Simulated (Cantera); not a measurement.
Input: 1 mol Si, a varied amount of Cl₂, 3.1 mol H₂, at 1.00 bar.

Points: T (K) = 950, 1000, 1050, 1100, 1150, 1200, 1250, 1300, 1350, 1400; n(Cl2) (mol) = 0.5, 0.8, 1.1, 1.4, 1.7, 2, 2.3, 2.6, 2.9.

Cantera's Mixture.equilibrate('TP', solver="vcs", rtol=1e-11, max_steps=5000) on the NASA tables stopped like this:

```
ERROR: FAILURE its = 5001!

*******************************************************************************
CanteraError thrown by MultiPhase::equilibrate:
VCS solver failed. Return code: -1
*******************************************************************************
```

Question: What got this run through?

Answer: One answer among several that fit: The failure is numerical, not chemical. The same input converged with solver="gibbs", rtol=1e-10, max_steps=50000, and the result passed a check of the equilibrium conditions:
```
    950        0.5  Si(cr)
    950        0.8  Si(cr)
    950        1.1  Si(cr)
    950        1.4  Si(cr)
    950        1.7  Si(cr)
    950          2  gas only
    950        2.3  gas only
    950        2.6  gas only
    950        2.9  gas only
   1000        0.5  Si(cr)
   1000        0.8  Si(cr)
   1000        1.1  Si(cr)
   1000        1.4  Si(cr)
   1000        1.7  Si(cr)
   1000          2  gas only
   1000        2.3  gas only
   1000        2.6  gas only
   1000        2.9  gas only
   1050        0.5  Si(cr)
   1050        0.8  Si(cr)
   1050        1.1  Si(cr)
   1050        1.4  Si(cr)
   1050        1.7  Si(cr)
   1050          2  gas only
   1050        2.3  gas only
   1050        2.6  gas only
   1050        2.9  gas only
   1100        0.5  Si(cr)
   1100        0.8  Si(cr)
   1100        1.1  Si(cr)
   1100        1.4  Si(cr)
   1100        1.7  Si(cr)
   1100          2  gas only
   1100        2.3  gas only
   1100        2.6  gas only
   1100        2.9  gas only
   1150        0.5  Si(cr)
   1150        0.8  Si(cr)
   1150        1.1  Si(cr)
   1150        1.4  Si(cr)
   1150        1.7  Si(cr)
   1150          2  gas only
   1150        2.3  gas only
   1150        2.6  gas only
   1150        2.9  gas only
   1200        0.5  Si(cr)
   1200        0.8  Si(cr)
   1200        1.1  Si(cr)
   1200        1.4  Si(cr)
   1200        1.7  Si(cr)
   1200          2  gas only
   1200        2.3  gas only
   1200        2.6  gas only
   1200        2.9  gas only
   1250        0.5  Si(cr)
   1250        0.8  Si(cr)
   1250        1.1  Si(cr)
   1250        1.4  Si(cr)
   1250        1.7  Si(cr)
   1250          2  gas only
   1250        2.3  gas only
   1250        2.6  gas only
   1250        2.9  gas only
   1300        0.5  Si(cr)
   1300        0.8  Si(cr)
   1300        1.1  Si(cr)
   1300        1.4  Si(cr)
   1300        1.7  Si(cr)
   1300          2  gas only
   1300        2.3  gas only
   1300        2.6  gas only
   1300        2.9  gas only
   1350        0.5  Si(cr)
   1350        0.8  Si(cr)
   1350        1.1  Si(cr)
   1350        1.4  Si(cr)
   1350        1.7  Si(cr)
   1350          2  gas only
   1350        2.3  gas only
   1350        2.6  gas only
   1350        2.9  gas only
   1400        0.5  Si(cr)
   1400        0.8  Si(cr)
   1400        1.1  Si(cr)
   1400        1.4  Si(cr)
   1400        1.7  Si(cr)
   1400          2  gas only
   1400        2.3  gas only
   1400        2.6  gas only
   1400        2.9  gas only
```

The gas is ideal and each condensed phase is pure. The tables' values for SiCl3 are old estimates.
